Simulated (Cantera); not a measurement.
Charge: 1 mol Si3N4, 0.015 mol H2O, 850 mol H2, equilibrated at 1452 °C and 1.00 bar.

Cantera equilibrium calculation (NASA polynomials, part measured and part estimated; ideal gas, pure solids and liquids). Candidate condensed phases: H2O, Si, SiO2, Si2N2O, Si3N4; 35 gas species. Gases not in the tables: Si2H6 and higher silanes. Kinetics and transport are ignored.

Base state: H2 0.997, N2 0.00235, H 0.000185, SiO 1.76e-5, SiH2 1.72e-5 (mole fractions); condensed: Si(l).

### Question
What changes in the equilibrium state with this change: pressure from 1.00 bar to 0.00130 bar?

### Answer
| species | before | after |
|---|---|---|
| H2 | 0.997 | 0.992 |
| H | 0.000185 | 0.00513 |
| N2 | 0.00235 | 0.00234 |
| Si | 1.02e-6 | 0.000781 |
| SiH | 1.45e-6 | 4.01e-5 |
| SiH2 | 1.72e-5 | 1.71e-5 |
| SiO | 1.76e-5 | 1.75e-5 |
| Si(l), mol | 2.97 | 2.26 |
